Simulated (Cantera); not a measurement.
A closed system holds: 1 mol FeS2, 3.1 mol O2, held at 16.0 mbar.

Equilibrium computed with Cantera from the NASA thermochemical tables; the gas is ideal and each condensed phase is pure. Candidate condensed phases: Fe, FeO, FeS, FeSO4, FeS2, Fe2O3, Fe2(SO4)3, Fe3O4, S; 12 gas species. The numbers say what is thermodynamically allowed, not how fast it happens.

Question: At 1275 °C, list the 5 most abundant gas species with their mole fractions, and the condensed phases.

Answer: SO2 0.821, O2 0.178, SO3 0.00129, O 2.54e-5, SO 1.15e-5. Condensed: Fe3O4(s).
